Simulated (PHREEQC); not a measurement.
Solution (46 °C): 1.4 mol/kgw HCl and 0.074 mol/kgw ZnSO4. Closed to the air; pH follows from the charge balance.

Model: ion-association model, phreeqc.dat, run in PHREEQC.

This is a speciation only: nothing precipitates in the calculation.

Q: Order these Zn species by the share of Zn that they hold, largest first: ZnCl2, ZnCl+, Zn+2, ZnCl4-2, ZnCl3-.

A: ZnCl4-2 (30 %), ZnCl+ (24 %), Zn+2 (21 %), ZnCl3- (18 %), ZnCl2 (7.9 %)

The pH is 0.01 and the ionic strength 1.42 mol/kgw. The ionic strength is past about 0.7 mol/kgw, beyond the range of this activity model, so the values are rough. Constants without temperature data keep their 25 °C values here.
